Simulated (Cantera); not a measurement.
## Equilibrium for thermal oxidation and active oxidation of silicon: Si + O₂ + N₂

Charge: 1 mol Si, 0.43 mol O₂, 97 mol N₂, held at 10.0 mbar.

These are equilibrium values from Cantera (NASA tables, ideal gas, pure condensed phases), not measurements of a reactor. Candidate condensed phases: Si, SiO₂, Si₂N₂O, Si₃N₄; 16 gas species. The tables' values for SiN are old estimates; treat these amounts as uncertain. The numbers say what is thermodynamically allowed, not how fast it happens.

From 1823 K to 1873 K the condensed part is Si(l). From 1923 K to 2273 K nothing is condensed. The main Si-bearing gas is SiO throughout.

| T (K) | x N₂ | x SiO | x Si | x Si₂N | n Si(l) |
|---|---|---|---|---|---|
| 1823 | 0.991 | 0.00878 | 0.000442 | 2.86e-5 | 0.0886 |
| 1873 | 0.990 | 0.00878 | 0.000882 | 4.70e-5 | 0.0396 |
| 1923 | 0.990 | 0.00878 | 0.00128 | 4.30e-5 | 0 |
| 1973 | 0.990 | 0.00878 | 0.00134 | 2.11e-5 | 0 |
| 2023 | 0.990 | 0.00878 | 0.00137 | 1.04e-5 | 0 |
| 2073 | 0.990 | 0.00878 | 0.00138 | 5.16e-6 | 0 |
| 2123 | 0.990 | 0.00878 | 0.00139 | 2.64e-6 | 0 |
| 2173 | 0.990 | 0.00878 | 0.00140 | 1.38e-6 | 0 |
| 2223 | 0.990 | 0.00878 | 0.00140 | 7.46e-7 | 0 |
| 2273 | 0.990 | 0.00878 | 0.00141 | 4.12e-7 | 0 |
x: gas mole fraction; n: condensed amount in mol.
